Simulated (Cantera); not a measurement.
Ignition delay

Mixture: CH4 : O2 : N2 = 1 : 2.63 : 9.89 (molar parts), at 360 Torr, adiabatic and at constant pressure. Ignition delay is the time to a rise of 400 K.

Cantera simulation using GRI-Mech 3.0 (53 species, 325 reactions); the numbers are that mechanism's predictions, not measurements.

```
T0 (K)  delay (ms)
------  ----------
1100           348
1200          72.1
1300          17.8
1400          5.26
1500          1.89
1600         0.809
1700         0.398
1800         0.215
1900         0.126
2000        0.0777
```

```json
{
 "apparent activation energy between 1800 and 2000 K": "150 kJ/mol"
}
```
